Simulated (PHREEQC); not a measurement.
## Leach liquor: an equilibrium model

Dissolve 0.0016 mol HCl and 0.0067 mol Li2SO4 per kg of water at 25 °C. It is in equilibrium with CO2 at log p = -1 (atm). Otherwise closed; pH follows from the charge balance.

Computed with PHREEQC (Pitzer model, pitzer.dat).

Each row changes one thing in this solution. This is a speciation only: nothing precipitates in the calculation.

| case | pH | ionic strength (mol/kgw) | SO4-2 (mol/kgw) | HSO4- (mol/kgw) | HCO3- (mol/kgw) |
|---|---|---|---|---|---|
| as made | 2.99 | 0.0209 | 0.00630 | 0.000405 | 1.77e-6 |
| 0.00021 mol/kgw KBr added | 2.99 | 0.0211 | 0.00630 | 0.000405 | 1.77e-6 |
| 0.00086 mol/kgw Na2B4O7 added | 4.89 | 0.0218 | 0.00670 | 5.38e-6 | [?] |
| HCl from 0.0016 to 0.00032 mol/kgw | [?] | [?] | 0.00661 | [?] | 8.74e-6 |
| temperature from 25 to 90 °C | 3.36 | 0.0196 | [?] | 0.00108 | 1.31e-6 |

Q: Some entries are withheld; supply them.

A: 
- 0.00086 mol/kgw Na2B4O7 added, HCO3- (mol/kgw): 0.000140
- HCl from 0.0016 to 0.00032 mol/kgw, pH: 3.69
- HCl from 0.0016 to 0.00032 mol/kgw, ionic strength (mol/kgw): 0.0203
- HCl from 0.0016 to 0.00032 mol/kgw, HSO4- (mol/kgw): 8.70e-5
- temperature from 25 to 90 °C, SO4-2 (mol/kgw): 0.00562

At this temperature some constants are extrapolated from 25 °C, and those without enthalpy data are left unchanged.
